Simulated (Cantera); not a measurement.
Feed: 1 mol C2H4, 2.2 mol H2, 0.022 mol H2O, held at 1625 K and 1.33 mbar.

Method: chemical equilibrium by Gibbs-energy minimisation in Cantera with the NASA 1993 tables (ideal gas, pure condensed phases). Candidate condensed phases: C, C6H6, C7H8, C8H18, H2O; 110 gas species. Kinetics and transport are ignored.

Base state: H2 0.993, CO 0.00518, H 0.00193, C2H2 (acetylene) 3.53e-5 (mole fractions); condensed: C(graphite).

Task: What changes in the equilibrium state with this change: H2O from 0.022 to 0.059 mol?

Result: 
```json
[
 {"species": "H2", "before": "0.993", "after": "0.984"},
 {"species": "CO", "before": "0.00518", "after": "0.0137"},
 {"species": "H", "before": "0.00193", "after": "0.00192"},
 {"species": "C2H2 (acetylene)", "before": "3.53e-5", "after": "3.50e-5"},
 {"species": "C(graphite), mol", "before": "1.98", "after": "1.94"}
]
```

Task: What changes in the equilibrium state with this change: temperature from 1625 K to 2700 K?

Result: 
```csv
species,before,after
H,0.00193,0.749
H2,0.993,0.232
C3,<1e-9,0.00660
C2H,<1e-9,0.00187
C,<1e-9,0.00159
C2,<1e-9,0.000632
"C(graphite), mol",1.98,1.72
```

Task: What changes in the equilibrium state with this change: temperature from 1625 K to 725 K?

Result: 
```tsv
species	before	after
H2	0.993	0.988
CH4	1.93e-6	0.00668
CO	0.00518	0.00412
H	0.00193	<1e-9
H2O	5.13e-9	0.00104
C2H2 (acetylene)	3.53e-5	<1e-9
C(graphite), mol	1.98	1.95
```
